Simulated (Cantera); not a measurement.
A closed system holds: 1 mol SiCl4, 0.081 mol C3H8, 11 mol H2, at 1527 °C and 0.310 bar.

Cantera equilibrium calculation (NASA polynomials, part measured and part estimated; ideal gas, pure solids and liquids). Candidate condensed phases: C, C6H6, C7H8, C8H18, Si, SiC; 109 gas species. The tables' values for SiCl3, SiCl are old estimates; treat these amounts as uncertain. Kinetics and transport are ignored.

Base state: H2 0.760, HCl 0.183, SiCl2 0.0531, SiCl3 0.00313, H 0.000560, SiHCl3 0.000310, SiCl4 0.000298, Cl 0.000103 (mole fractions); condensed: SiC(s).

Problem. What changes in the equilibrium state with this change: C3H8 from 0.081 to 0.14 mol?

Solution. 
```tsv
species	before	after
H2	0.760	0.750
HCl	0.183	0.206
SiCl2	0.0531	0.0396
CH4	8.50e-6	1.43e-5
SiCl	4.04e-5	2.66e-5
SiH2Cl2	5.86e-5	4.32e-5
SiC(s), mol	0.243	0.420
```
